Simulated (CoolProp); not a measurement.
Properties of ammonia along the isobar 7.95 MPa (Tc = 132.4 °C, pc = 11.36 MPa, ω = 0.256).

Computed with CoolProp (reference Helmholtz-energy equation of state, Gao 2020).

```csv
T (°C),phase,cp (kJ/(kg K)),speed of sound (m/s),isothermal compressibility (1/MPa),expansivity (1/kK)
85.85,liquid,5.723,899.0,0.005141,[?]
90.95,liquid,5.953,848.5,[?],5.140
95.95,liquid,[?],795.6,0.007503,5.811
101.05,liquid,6.674,737.0,[?],6.782
106.05,liquid,7.308,672.8,0.01294,8.262
111.15,liquid,[?],596.4,0.01970,11.04
116.15,gas,8.970,363.6,0.3014,18.30
121.15,gas,7.194,379.3,0.2562,13.78
126.25,gas,6.177,392.5,0.2302,11.23
131.25,gas,5.527,403.5,0.2134,9.606
136.35,gas,5.058,413.5,0.2012,8.434
141.35,gas,4.714,422.3,0.1921,7.573
146.45,gas,4.442,430.5,0.1848,[?]
```

Problem. Fill in the missing entries.

Solution. 
- 85.85, expansivity (1/kK): 4.626
- 90.95, isothermal compressibility (1/MPa): 0.006138
- 95.95, cp (kJ/(kg K)): 6.251
- 101.05, isothermal compressibility (1/MPa): 0.009580
- 111.15, cp (kJ/(kg K)): 8.466
- 146.45, expansivity (1/kK): 6.886
